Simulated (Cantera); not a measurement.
Charge: 1 mol trisilylamine, 40 mol NH₃, 0.6 mol H₂, equilibrated at 2123 K and 89000 Pa.

These are equilibrium values from Cantera (NASA tables, ideal gas, pure condensed phases), not measurements of a reactor. Candidate condensed phases: Si, Si₃N₄; 18 gas species. The feed counts by its element totals alone. The tables' values for SiN are old estimates; treat these amounts as uncertain. Gases not in the tables: Si₂H₆ and higher silanes. Equilibrium is a limit: real reactors are often held back by kinetics, nucleation or transport.

Problem. What is the equilibrium state?

Solution. 
| Quantity | Value |
|---|---|
| x(H₂) | 0.757 |
| x(N₂) | 0.239 |
| x(H) | 0.00331 |
| x(Si) | 0.000191 |
| x(SiH₂) | 0.000155 |
| x(SiH) | 8.10e-5 |
| x(Si₂N) | 2.05e-5 |
| x(SiN) | 1.74e-5 |
| x(NH₃) | 4.75e-6 |
| n(Si(l)) | 2.96 mol |
| gas amount | 85.76 mol |
